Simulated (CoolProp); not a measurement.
Vapour-liquid equilibrium of CH2F2 (R32) (1) + R1234ze(E) (2) at 0.672 bar; x and y are mole fractions of (1).

The numbers come from the multi-fluid Helmholtz-energy mixture model, Tillner-Roth 1997 and Thol 2016; pair parameters Bell 2023 in CoolProp.

```csv
x,bubble temperature (K),y at the bubble point,dew temperature at overall composition x (K),liquid density (mol/L)
0.05,240.7,0.227,244.2,11.94
0.125,235.4,0.451,242.8,12.53
0.2,231.3,0.592,241.3,13.13
0.275,228.1,0.685,239.7,13.76
0.35,225.6,0.751,238.0,14.42
0.425,223.5,0.799,236.1,15.14
0.5,221.8,0.837,234.1,15.91
0.575,220.3,0.869,231.9,16.76
0.65,219.0,0.896,229.4,17.69
0.725,217.7,0.920,226.6,18.72
0.8,216.6,0.943,223.5,19.88
0.875,215.5,0.965,220.0,21.17
0.95,214.4,0.986,216.2,22.63
```

No azeotrope shows between x = 0.05 and 0.95.

Pair parameters are fitted to limited data, so mixtures are less certain than the pure fluids.
